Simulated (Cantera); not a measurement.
A closed system holds: 1 mol CS2, 0.97 mol H2, a varied amount of O2, equilibrated at 2602 °C and 25.0 bar.

These are equilibrium values from Cantera (NASA tables, ideal gas, pure condensed phases), not measurements of a reactor. Candidate condensed phases: C, C6H6, C7H8, C8H18, H2O, H2SO4, S; 123 gas species. The numbers say what is thermodynamically allowed, not how fast it happens.

Question: At 2.7 mol O2, list the 5 most abundant gas species with their mole fractions, and the condensed phases.

Answer: SO2 0.363, H2O 0.199, CO 0.150, CO2 0.108, SO 0.0904. Condensed: gas only.
